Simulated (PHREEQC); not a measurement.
Buffer (model solution)

Dissolve 0.25 mol/kgw NaHSO4, 0.00096 mol/kgw K2HPO4 and 0.00024 mol/kgw NaCl at 25 °C. Closed to the air; pH follows from the charge balance.

The numbers come from PHREEQC with the ion-association model, phreeqc.dat.

```json
{
  "pH": "1.15",
  "ionic_strength": "0.398 mol/kgw",
  "activity_of_water": "0.990",
  "specific_conductance": "44500 µS/cm",
  "density": "1.019 g/cm³",
  "total_alkalinity": "-249 meq/kg"
}
```

```json
[
 {"species": "Na+", "molality": "0.231", "activity": "0.166", "log γ": "-0.142"},
 {"species": "HSO4-", "molality": "0.156", "activity": "0.114", "log γ": "-0.136"},
 {"species": "H+", "molality": "0.0918", "activity": "0.0709", "log γ": "-0.112"},
 {"species": "SO4-2", "molality": "0.0737", "activity": "0.0166", "log γ": "-0.648"},
 {"species": "NaSO4-", "molality": "0.0196", "activity": "0.0138", "log γ": "-0.152"},
 {"species": "K+", "molality": "0.00173", "activity": "0.00114", "log γ": "-0.181"},
 {"species": "H3PO4", "molality": "0.000835", "activity": "0.000916", "log γ": "0.040"},
 {"species": "Cl-", "molality": "0.000240", "activity": "0.000160", "log γ": "-0.177"},
 {"species": "KSO4-", "molality": "0.000189", "activity": "0.000133", "log γ": "-0.152"}
]
```

No solid was allowed to form. Complexes and solids missing from the database can't appear.
